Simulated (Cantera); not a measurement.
An isothermal, constant-pressure homogeneous reactor starts with 64.1 % CH₄, 35.9 % H₂O, at 2025 K and 4.93 atm.

Detailed kinetics in Cantera: GRI-Mech 3.0 (53 species, 325 reactions). GRI-Mech 3.0 stops at C3 and has no aromatics, soot or wall deposition, so with more carbon than oxygen in the feed, carbon stays in small species such as C2H2 where larger ones or solid carbon would form.

x: mole fraction; the columns are a selection and need not sum to one.

```csv
t (s),x CH₄,x H₂O,x HCO,x C₂H₂,x C₂H₆,x CO,x HO₂
0.000200,0.0878,0.225,9.50e-8,0.157,?,0.0108,7.68e-12
0.000478,0.0473,0.200,6.86e-8,0.162,?,0.0219,6.46e-12
0.00114,0.0302,0.168,7.57e-8,0.152,?,0.0433,4.57e-12
0.00274,0.0240,0.123,1.08e-7,0.129,?,0.0779,2.28e-12
0.00654,0.0189,0.0711,1.53e-7,0.102,?,0.120,<1e-12
0.0156,0.0142,0.0286,1.96e-7,0.0797,?,0.156,<1e-12
0.0374,0.0114,0.00556,2.22e-7,0.0675,?,0.177,<1e-12
0.0894,0.0107,0.000181,2.28e-7,0.0646,2.36e-6,0.181,<1e-12
0.214,0.0106,7.18e-6,2.28e-7,0.0645,2.35e-6,0.182,<1e-12
0.511,0.0106,7.13e-6,2.28e-7,0.0645,2.35e-6,0.182,<1e-12
1.22,0.0106,7.13e-6,2.28e-7,0.0645,2.35e-6,0.182,<1e-12
2.92,0.0106,7.13e-6,2.28e-7,0.0645,2.35e-6,0.182,<1e-12
6.99,0.0106,7.13e-6,2.28e-7,0.0645,2.35e-6,0.182,<1e-12
16.7,0.0106,7.13e-6,2.28e-7,0.0645,2.35e-6,0.182,<1e-12
40.0,0.0106,7.13e-6,2.28e-7,0.0645,2.35e-6,0.182,<1e-12
```

**Question.** Fill in the missing entries.

**Answer.** 
- 0.000200, x C₂H₆: 0.000141
- 0.000478, x C₂H₆: 4.15e-5
- 0.00114, x C₂H₆: 1.73e-5
- 0.00274, x C₂H₆: 1.06e-5
- 0.00654, x C₂H₆: 6.50e-6
- 0.0156, x C₂H₆: 3.81e-6
- 0.0374, x C₂H₆: 2.61e-6
